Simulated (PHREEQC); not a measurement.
Solution (36 °C): 0.00015 mol/kgw HNO3 and 0.00015 mol/kgw CO2. Closed to the air; pH follows from the charge balance.

Equilibrium calculation in PHREEQC: ion-association model, phreeqc.dat.

```
Item                        Result
----------------  ----------------
pH                            3.83
ionic strength    0.000150 mol/kgw
total alkalinity     -0.150 meq/kg
```

```
species  molality  activity   log γ
-------  --------  --------  ------
H+       0.000150  0.000148  -0.006
NO3-     0.000150  0.000148  -0.006
CO2      0.000150  0.000150   0.000
HCO3-     5.04e-7   4.97e-7  -0.006
```

Precipitation was switched off in this run. Species that the database lacks are ignored. At this temperature some constants are extrapolated from 25 °C, and those without enthalpy data are left unchanged.
